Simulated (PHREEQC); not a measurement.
Solution (25 °C): 5.4 mmol/kgw HCl, 12 mmol/kgw NiSO4 and 0.19 mmol/kgw MnSO4. Closed to the air; pH follows from the charge balance.

Model: ion-association model, wateq4f.dat, run in PHREEQC.

No solid was allowed to form.

Question: Order these Ni species by the share of Ni that they hold, largest first: NiSO4, Ni+2, NiCl+.

Answer: Ni+2 (73 %), NiSO4 (26 %), NiCl+ (0.48 %)

Question: Order these S species by the share of S that they hold, largest first: NiSO4, HSO4-, MnSO4, SO4-2.

Answer: SO4-2 (62 %), NiSO4 (26 %), HSO4- (12 %), MnSO4 (0.39 %)

The pH is 2.47 and the ionic strength 0.0384 mol/kgw.
